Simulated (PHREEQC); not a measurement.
Solution (70 °C): 0.42 mol/kgw NH4Br. Closed to the air; pH follows from the charge balance.

Model: ion-association model, wateq4f.dat, run in PHREEQC.

pH: 4.35
ionic strength: 0.420 mol/kgw
activity of water: 0.986

```csv
species,molality,activity,log γ
Br-,0.420,0.298,-0.149
NH4+,0.420,0.298,-0.149
H+,5.92e-5,4.47e-5,-0.122
NH3,5.92e-5,5.92e-5,0.000
OH-,5.46e-9,3.40e-9,-0.205
```

Precipitation was switched off in this run. At this temperature some constants are extrapolated from 25 °C, and those without enthalpy data are left unchanged.
